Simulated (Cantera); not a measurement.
A perfectly stirred reactor is fed with CH₄ : N₂ = 1 : 150 (molar parts), at 110000 Pa; it is held at 1275 K, and followed from long to short residence time.

Model: GRI-Mech 3.0 (53 species, 325 reactions), integrated in Cantera. GRI-Mech 3.0 stops at C3 and has no aromatics, soot or wall deposition, so with more carbon than oxygen in the feed, carbon stays in small species such as C2H2 where larger ones or solid carbon would form.

What does this change do: temperature 1275 to 1898 K?


```
quantity                 before     after
---------------------  --------  --------
x(CH₄) at τ = 1.70 s    0.00658   9.06e-5
x(C₂H) at τ = 1.70 s     <1e-12   2.74e-7
x(CH₃) at τ = 1.70 s    1.20e-6   1.32e-5
x(H) at τ = 1.70 s     5.62e-10   7.14e-5
x(CH₂) at τ = 1.70 s   6.49e-12   1.14e-7
x(CH₄) at τ = 58.0 ms   0.00662  0.000558
x(C₂H) at τ = 58.0 ms    <1e-12   2.64e-7
x(CH₃) at τ = 58.0 ms   3.79e-7   7.44e-5
x(H) at τ = 58.0 ms    1.28e-10   6.24e-5
x(CH₂) at τ = 58.0 ms    <1e-12   5.49e-7
```
